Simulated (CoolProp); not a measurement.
A single-stage vapour-compression cycle with the fluid: evaporating at 277.15 K (dew point), condensing at 326.15 K (bubble point), superheat 0 K, subcooling 0 K, compressor efficiency 0.8, no pressure losses. The same conditions are run with several fluids, on thermodynamics alone (safety and materials aside).

Values from CoolProp's reference Helmholtz-energy equation of state of each fluid (R365MFC: Lemmon 2016; isohexane: Lemmon 2006; n-pentane: Thol 2019; sulfur dioxide: Gao 2016; R236FA: Pan 2012; R22: Kamei 1995).

Task: Rank R365MFC, isohexane, n-pentane, sulfur dioxide, R236FA, R22 by cooling COP, highest first.

Result: sulfur dioxide (3.77), n-pentane (3.67), isohexane (3.65), R365MFC (3.56), R22 (3.41), R236FA (3.31)

| fluid | pressure ratio | discharge temperature (K) | refrigerating effect (kJ/kg) | volumetric capacity (kJ/m³) |
|---|---|---|---|---|
| R365MFC | 7.00 | 326.1 | 137 | 200 |
| isohexane | 7.31 | 326.1 | 250 | 103 |
| n-pentane | 5.97 | 326.1 | 268 | 249 |
| sulfur dioxide | 5.00 | 408.9 | 308 | 1630 |
| R236FA | 5.00 | 326.1 | 95.3 | 842 |
| R22 | 3.67 | 355.6 | 139 | 3340 |

The compression ends wet for: R365MFC; isohexane; n-pentane; R236FA.
